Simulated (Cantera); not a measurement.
What does this Cantera script print?

```python
import numpy as np
import cantera as ct

gas_names = """
    F F2 H HF H2 H2F2 H3F3 H4F4 H5F5 H6F6 H7F7 N NF NF2 NF3 NH NH2 NH3 N2 N2H2 N2H4 Si SiF SiF2 SiF3
    SiF4 SiH SiHF3 SiH2 SiH2F2 SiH3 SiH3F SiH4 SiN Si2 Si2N Si3
""".split()
cond_names = """
    Si(cr) Si(L) Si3N4(a)
""".split()


# ... load() reads the species with a 1 bar reference pressure and builds the phases ...
atoms = {
    'Si': {'Si': 1},
    'HF': {'H': 1, 'F': 1},
    'N2': {'N': 2},
    'F2': {'F': 2},
}
top_T = {'Si3N4(a)': 2400}  # K; cautious upper limits of use, not melting points


# ... equilibrate(T, P, feed) seeds the gas with the atoms and calls Mixture.equilibrate('TP', solver="vcs", rtol=1e-11, max_steps=5000) ...
results = []
feed = {'Si': 1, 'HF': 2.3, 'N2': 0.23, 'F2': 0.62}  # mol
T = 948  # K
P = 1333.22  # Pa
mix = equilibrate(T, P, feed)
results.append((T, P, feed, dict(zip(mix.species_names, mix.species_moles))))
print(gas.report(threshold=0.0001))
for i in range(1, mix.n_phases):
    print(f"{mix.phase(i).name:16s} {mix.phase_moles(i):12.5e} mol")
```

It prints:

```
       temperature   948 K
          pressure   1333.2 Pa
           density   0.0076306 kg/m^3
  mean mol. weight   45.113 kg/kmol
   phase of matter   gas

                          1 kg             1 kmol
                     ---------------   ---------------
          enthalpy       -1.3683e+07       -6.1728e+08  J
   internal energy       -1.3858e+07       -6.2517e+08  J
           entropy            6698.5        3.0219e+05  J/K
    Gibbs function       -2.0033e+07       -9.0376e+08  J
 heat capacity c_p            1312.7             59220  J/K
 heat capacity c_v            1128.4             50905  J/K

                      mass frac. Y      mole frac. X     chem. pot. / RT
                     ---------------   ---------------   ---------------
                HF        0.00020265        0.00045695           -69.143
                H2          0.023465           0.52508           -22.336
                N2          0.043507          0.070062           -31.702
              SiF4           0.93202           0.40398              -249
             SiHF3        0.00077774        0.00040756            -202.2
     [  +32 minor]        2.7178e-05        1.5358e-05

Si(cr)            0.00000e+00 mol
Si3N4(a)          3.83397e-02 mol
```

Cantera equilibrium calculation (NASA polynomials, part measured and part estimated; ideal gas, pure solids and liquids). N2 is the only nitrogen source here; it is nearly inert below about 1500 K, so the nitride shown seldom forms there in practice. The tables' values for SiF3 are old estimates; treat these amounts as uncertain.
